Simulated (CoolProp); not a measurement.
Properties of sulfur dioxide along the isotherm 219.45 °C (Tc = 157.5 °C, pc = 7887 kPa, ω = 0.256).

Values from CoolProp's reference Helmholtz-energy equation of state, Gao 2016.

| p (kPa) | phase | cv (kJ/(kg K)) | Joule-Thomson coefficient (K/MPa) |
|---|---|---|---|
| 2190 | gas | 0.6144 | 8.771 |
| 4380 | gas | 0.6382 | 8.677 |
| 6560 | gas | 0.6658 | 8.452 |
| 8750 | supercritical | 0.6982 | 8.019 |
| 10900 | supercritical | 0.7337 | 7.302 |
| 13100 | supercritical | 0.7679 | 6.190 |
| 15300 | supercritical | 0.7855 | 4.766 |
| 17500 | supercritical | 0.7819 | 3.455 |
| 19700 | supercritical | 0.7711 | 2.529 |
| 21900 | supercritical | 0.7612 | 1.922 |
| 24100 | supercritical | 0.7537 | 1.512 |
| 26200 | supercritical | 0.7485 | 1.232 |
| 28400 | supercritical | 0.7445 | 1.014 |
| 30600 | supercritical | 0.7416 | 0.8449 |
| 32800 | supercritical | 0.7395 | 0.7108 |
| 35000 | supercritical | 0.7380 | 0.6015 |
